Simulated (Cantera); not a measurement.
**NO annealing gas**

An isothermal, constant-pressure homogeneous reactor starts with 20.8 % NO, 79.2 % N₂, at 2100 K and 4800 Pa.

Computed with Cantera and GRI-Mech 3.0 (53 species, 325 reactions). Radical loss at walls, strong at low pressure, is not modelled.

```csv
t (s),x NO,x N₂O,x NO₂,x O,x O₂
2.00e-6,0.208,9.66e-9,<1e-12,9.67e-9,<1e-12
5.87e-6,0.208,2.83e-8,2.87e-12,2.84e-8,1.99e-12
1.72e-5,0.208,8.30e-8,2.46e-11,8.33e-8,1.72e-11
5.05e-5,0.208,2.43e-7,2.10e-10,2.45e-7,1.49e-10
0.000148,0.208,7.04e-7,1.72e-9,7.26e-7,1.29e-9
0.000435,0.208,2.00e-6,1.32e-8,2.19e-6,1.13e-8
0.00128,0.208,5.36e-6,8.53e-8,6.87e-6,1.02e-7
0.00374,0.208,1.22e-5,4.26e-7,2.34e-5,1.00e-6
0.0110,0.208,1.96e-5,1.68e-6,8.30e-5,1.08e-5
0.0322,0.208,2.04e-5,4.77e-6,0.000248,0.000112
0.0945,0.206,1.89e-5,8.20e-6,0.000463,0.000850
0.277,0.200,1.72e-5,1.09e-5,0.000603,0.00387
0.813,0.179,1.29e-5,1.56e-5,0.000884,0.0143
2.39,0.113,4.68e-6,1.72e-5,0.00143,0.0468
7.00,0.0255,2.88e-7,5.37e-6,0.00192,0.0904
```
x: mole fraction; the columns are a selection and need not sum to one.

Equilibrium at this temperature and pressure: NO 0.00731, N₂O 9.51e-8, NO₂ 1.62e-6, O 0.00201, O₂ 0.0994 (gas phase only).
